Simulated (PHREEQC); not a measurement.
A PHREEQC input (ion-association model, phreeqc.dat):

```
SOLUTION 1
  temp 25
  units mg/L
  pH 6.1
  pe 10.1
  Na 9.7
  K 0.212
  Ca 10.4
  Mg 0.498
  Cl 4.15
  S(6) 0.00626 as SO4
  Alkalinity 51.5 as HCO3
  O(0) 0.0039
  Br 0.143
  Pb 0.304
END
USE solution 1
EQUILIBRUM_PHASES 1
  Gypsum 0 0
  CO2(g) -2 10
END
```

The run finishes with these warnings:
```
WARNING: Unknown input, no keyword has been specified.
WARNING: 	  Gypsum 0 0
WARNING: 	  CO2(g) -2 10
```

Its last state differs from that of the intended input:

| quantity | as run | intended |
|---|---|---|
| pH | 6.10 | 6.73 |
| CO2 (mol/kgw) | 0.00144 | 0.000340 |
| PbCO3 (mol/kgw) | 4.51e-7 | 9.42e-7 |
| Pb+2 (mol/kgw) | 6.37e-7 | 3.15e-7 |
| CO3-2 (mol/kgw) | 5.58e-8 | 2.36e-7 |
| SI of Cerussite (PbCO3) | -0.46 | -0.14 |
| SI of Pb(OH)2 (Pb(OH)2) | -2.21 | -1.27 |

The fault: the keyword misspelt. The line should read `EQUILIBRIUM_PHASES 1` where the input has `EQUILIBRUM_PHASES 1`.
